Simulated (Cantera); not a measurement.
A perfectly stirred reactor is fed with CH4 : O2 : N2 = 1 : 2.6 : 9.77 (molar parts), equivalence ratio 0.77, at 220000 Pa; it is adiabatic with a 400 K inlet, and is followed from long to short residence time, starting on the burning branch (τ in s: 0.28, 0.068, 0.017, 0.004, 0.00099, 0.00024, 5.8e-05, 1.4e-05, 3.5e-06).

Detailed kinetics in Cantera: GRI-Mech 3.0 (53 species, 325 reactions).

**Question.** What does this change do: N2 9.77 to 7.3 parts?

**Answer.** 
```csv
quantity,before,after
"blow-out, bracketed by the residence times tried","burning at 0.240 ms, out at 58.0 µs","burning at 58.0 µs, out at 14.0 µs"
x(CH4) at τ = 0.280 s,1.45e-6,4.13e-7
x(O2) at τ = 0.280 s,0.0444,0.0524
x(H2O) at τ = 0.280 s,0.148,0.179
x(C2H) at τ = 0.280 s,<1e-12,<1e-12
x(O) at τ = 0.280 s,0.000130,0.000677
x(CH4) at τ = 0.990 ms,0.000105,6.21e-5
x(O2) at τ = 0.990 ms,0.0473,0.0573
x(H2O) at τ = 0.990 ms,0.144,0.174
x(C2H) at τ = 0.990 ms,1.40e-10,1.49e-10
x(O) at τ = 0.990 ms,0.00125,0.00190
```

**Question.** What does this change do: pressure from 220000 Pa to 1000000 Pa?

**Answer.** 
```csv
quantity,before,after
"blow-out, bracketed by the residence times tried","burning at 0.240 ms, out at 58.0 µs","burning at 58.0 µs, out at 14.0 µs"
x(CH4) at τ = 0.280 s,1.45e-6,5.33e-7
x(O2) at τ = 0.280 s,0.0444,0.0442
x(H2O) at τ = 0.280 s,0.148,0.149
x(C2H) at τ = 0.280 s,<1e-12,<1e-12
x(O) at τ = 0.280 s,0.000130,5.78e-5
x(CH4) at τ = 0.990 ms,0.000105,7.12e-5
x(O2) at τ = 0.990 ms,0.0473,0.0457
x(H2O) at τ = 0.990 ms,0.144,0.148
x(C2H) at τ = 0.990 ms,1.40e-10,2.01e-10
x(O) at τ = 0.990 ms,0.00125,0.000206
```
